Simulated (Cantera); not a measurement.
Charge: 1 mol MgSO4, 5.7 mol H2O, a varied amount of H2, held at 700 °C and 1 atm.

Method: chemical equilibrium by Gibbs-energy minimisation in Cantera with the NASA 1993 tables (ideal gas, pure condensed phases). Candidate condensed phases: H2O, H2SO4, Mg, MgO, Mg(OH)2, MgS, MgSO4, S; 26 gas species. Gases not in the tables: S3 to S7. The numbers say what is thermodynamically allowed, not how fast it happens.

x: gas mole fraction; n: condensed amount in mol.

| n(H2) (mol) | x H2O | x SO2 | x H2S | x S2 | x H2 | x S2O | n MgO(s) | n MgSO4(s) |
|---|---|---|---|---|---|---|---|---|
| 0.25 | 0.960 | 0.0403 | 9.06e-12 | <1e-12 | 1.86e-6 | <1e-12 | 0.250 | 0.750 |
| 0.33 | 0.948 | 0.0519 | 2.45e-11 | <1e-12 | 2.36e-6 | <1e-12 | 0.330 | 0.670 |
| 0.43 | 0.934 | 0.0655 | 6.16e-11 | <1e-12 | 2.94e-6 | <1e-12 | 0.430 | 0.570 |
| 0.57 | 0.917 | 0.0833 | 1.58e-10 | <1e-12 | 3.67e-6 | 1.92e-12 | 0.570 | 0.430 |
| 0.75 | 0.896 | 0.104 | 3.77e-10 | <1e-12 | 4.48e-6 | 5.87e-12 | 0.750 | 0.250 |
| 0.98 | 0.872 | 0.128 | 8.34e-10 | <1e-12 | 5.36e-6 | 1.64e-11 | 0.980 | 0.0200 |
| 1.3 | 0.874 | 0.113 | 0.00975 | [?] | 0.00127 | 0.000169 | 1.00 | 0 |
| 1.7 | 0.881 | 0.0911 | 0.0218 | [?] | 0.00179 | 0.000302 | 1.00 | 0 |
| 2.2 | 0.888 | 0.0662 | 0.0365 | [?] | 0.00238 | 0.000365 | 1.00 | 0 |
| 2.9 | 0.894 | 0.0360 | 0.0577 | [?] | 0.00342 | 0.000311 | 1.00 | 0 |
| 3.8 | 0.893 | 0.00617 | 0.0886 | [?] | 0.00709 | 8.19e-5 | 1.00 | 0 |

**Question.** Some entries are withheld; supply them.

**Answer.** 
- 1.3, x S2: 0.00173
- 1.7, x S2: 0.00434
- 2.2, x S2: 0.00691
- 2.9, x S2: 0.00838
- 3.8, x S2: 0.00459
